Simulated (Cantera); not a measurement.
Adiabatic ignition

An adiabatic, constant-pressure homogeneous reactor starts with 2.34 % CO, 0.891 % H2, 0.516 % CH4, 8.84 % O2, 87.4 % N2, at 975 K and 10.0 bar.

Computed with Cantera and GRI-Mech 3.0 (53 species, 325 reactions). Below about 1000 K GRI-Mech 3.0 lacks low-temperature oxidation paths.

| t (s) | T (K) | x CO | x H2 | x CH4 | x C2H2 | x C2H4 |
|---|---|---|---|---|---|---|
| 1.00e-6 | 975 | 0.0234 | 0.00891 | 0.00516 | <1e-12 | <1e-12 |
| 3.03e-6 | 975 | 0.0234 | 0.00891 | 0.00516 | <1e-12 | <1e-12 |
| 9.20e-6 | 975 | 0.0234 | 0.00891 | 0.00516 | <1e-12 | <1e-12 |
| 2.79e-5 | 975 | 0.0234 | 0.00891 | 0.00516 | <1e-12 | <1e-12 |
| 8.47e-5 | 975 | 0.0234 | 0.00891 | 0.00516 | <1e-12 | <1e-12 |
| 0.000257 | 975 | 0.0234 | 0.00891 | 0.00516 | <1e-12 | <1e-12 |
| 0.000779 | 975 | 0.0234 | 0.00891 | 0.00516 | <1e-12 | <1e-12 |
| 0.00236 | 975 | 0.0234 | 0.00891 | 0.00516 | <1e-12 | <1e-12 |
| 0.00717 | 975 | 0.0234 | 0.00890 | 0.00516 | <1e-12 | 4.01e-11 |
| 0.0217 | 978 | 0.0233 | 0.00875 | 0.00510 | 2.65e-12 | 2.69e-8 |
| 0.0659 | 1356 | 0.000102 | 3.24e-7 | <1e-12 | <1e-12 | <1e-12 |
| 0.200 | 1357 | 1.69e-8 | 5.68e-9 | <1e-12 | <1e-12 | <1e-12 |
x: mole fraction; the columns are a selection and need not sum to one.

```yaml
time_of_steepest_temperature_rise: 50.4 ms
temperature at 0.200 s: 1357 K
equilibrium_temperature: 1356 K
x(CO) at 0.200 s: 1.69e-8 (gas-phase equilibrium 1.65e-8)
x(H2) at 0.200 s: 5.68e-9 (gas-phase equilibrium 5.59e-9)
x(CH4) at 0.200 s: <1e-12 (gas-phase equilibrium <1e-12)
```
